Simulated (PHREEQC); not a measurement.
Consider water at 25 °C with 0.002 mol CaCl2 and 0.92 mol NaH2PO4 per kg of water. Closed to the air; pH follows from the charge balance.

The numbers come from PHREEQC with the ion-association model, wateq4f.dat.

Task: The ionic strength comes out as 0.925 mol/kgw. What activity coefficients do H+, CaH2PO4+, Cl-, HPO4-2, Na+ get?

Result: H+ 0.74, CaH2PO4+ 0.66, Cl- 0.60, HPO4-2 0.17, Na+ 0.71.

This is a speciation only: nothing precipitates in the calculation. Caution: at this ionic strength the ion-association model is outside its range; a Pitzer model would be the better tool where its parameters exist. H3PO4, which wateq4f.dat lacks, is added to it with the constant of phreeqc.dat.
